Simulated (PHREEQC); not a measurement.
Solution (20 °C): 0.0074 mol CaCl2, 0.0009 mol Na2SO4 and 4.2e-06 mol MgSO4 per kg of water. Closed to the air; pH follows from the charge balance.

Computed with PHREEQC (ion-association model, wateq4f.dat).

Precipitation was switched off in this run.

**Question.** Order these S species by the share of S that they hold, largest first: CaSO4, SO4-2, NaSO4-.

**Answer.** SO4-2 (70 %), CaSO4 (30 %), NaSO4- (0.34 %)

The ionic strength is 0.0238 mol/kgw.
